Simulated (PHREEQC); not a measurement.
0.6 g of hydrous ferric oxide (600 m²/g; 0.2 weak and 0.005 strong sites per Fe, Dzombak-Morel constants, diffuse double layer) in 1 kg of water with 0.001 mol/kgw of an inert sodium salt and 1.8e-06 mol/kgw PbCl2 and 5.6e-05 mol/kgw Ag2SO4, at 25 °C; the pH is set by adding NaOH or the inert anion's acid. Oxygen is held at 0.21 atm. The system is closed to CO2. No solid was allowed to form.

The series has 17 steps of pH, from 4 to 12.

The numbers come from PHREEQC with the ion-association model, wateq4f.dat.

**Question.** Near which pH is half of the S sorbed, and on which side is more sorbed?

**Answer.** Near pH 6.9, with more sorbed at lower pH.

**Question.** Near which pH is half of the Ag sorbed, and on which side is more sorbed?

**Answer.** Near pH 7.9, with more sorbed at higher pH.

Along this series the solution becomes supersaturated in solids that the run did not let form, among them Cerargyrite. Complexes and solids missing from the database can't appear.
